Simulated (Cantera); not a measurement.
Input: 1 mol FeCl3, 0.44 mol O2, 37 mol H2, equilibrated at 1327 °C and 133 Pa.

Cantera equilibrium calculation (NASA polynomials, part measured and part estimated; ideal gas, pure solids and liquids). Candidate condensed phases: Fe, FeCl2, FeCl3, FeO, Fe(OH)2, Fe(OH)3, Fe2O3, Fe3O4, H2O; 22 gas species. The numbers say what is thermodynamically allowed, not how fast it happens.

Base state: H2 0.902, HCl 0.0685, H2O 0.0228, FeCl2 0.00461, H 0.00141, Fe 0.000822, Cl 8.49e-5 (mole fractions); condensed: Fe(γ).

### Question
What changes in the equilibrium state with this change: O2 from 0.44 to 1.6 mol?

### Answer
```json
[
 {"species": "H2", "before": "0.902", "after": "0.842"},
 {"species": "H2O", "before": "0.0228", "after": "0.0830"},
 {"species": "HCl", "before": "0.0685", "after": "0.0680"},
 {"species": "FeCl2", "before": "0.00461", "after": "0.00486"},
 {"species": "H", "before": "0.00141", "after": "0.00137"},
 {"species": "Cl", "before": "8.49e-5", "after": "8.73e-5"},
 {"species": "Fe", "before": "0.000822", "after": "0.000822"},
 {"species": "Fe(γ), mol", "before": "0.790", "after": "0.781"}
]
```
